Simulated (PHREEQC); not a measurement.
1 kg of water holding 0.018 mol/kgw Na2CO3, 0.038 mol/kgw NaOH, 0.032 mol/kgw NaCl and 0.026 mol/kgw Na2SO4 is evaporated at 25 °C; the solids stay in contact with the brine. No CO2 enters from the air. Only these solids could form: Burkeite, Halite, Mirabilite, Nahcolite, Natron, Thenardite, Trona.

Model: Pitzer model, pitzer.dat, run in PHREEQC.

```json
[
 {"water left (kg)": "1", "ionic strength": "0.202", "water activity": "0.996", "Halite (mol)": "0"},
 {"water left (kg)": "0.5552", "ionic strength": "0.364", "water activity": "0.993", "Halite (mol)": "0"},
 {"water left (kg)": "0.2533", "ionic strength": "0.797", "water activity": "0.984", "Halite (mol)": "0"},
 {"water left (kg)": "0.1407", "ionic strength": "1.44", "water activity": "0.972", "Halite (mol)": "0"},
 {"water left (kg)": "0.06418", "ionic strength": "3.15", "water activity": "0.939", "Halite (mol)": "0"},
 {"water left (kg)": "0.03564", "ionic strength": "5.67", "water activity": "0.883", "Halite (mol)": "0"},
 {"water left (kg)": "0.01979", "ionic strength": "9.49", "water activity": "0.774", "Halite (mol)": "0"},
 {"water left (kg)": "0.009031", "ionic strength": "9.84", "water activity": "0.636", "Halite (mol)": "0.00129"},
 {"water left (kg)": "0.005013", "ionic strength": "12.5", "water activity": "0.488", "Halite (mol)": "0.0229"}
]
```

Burkeite from water left = 0.01979 kg (pH 14.33); Halite from water left = 0.009031 kg (pH 14.90).
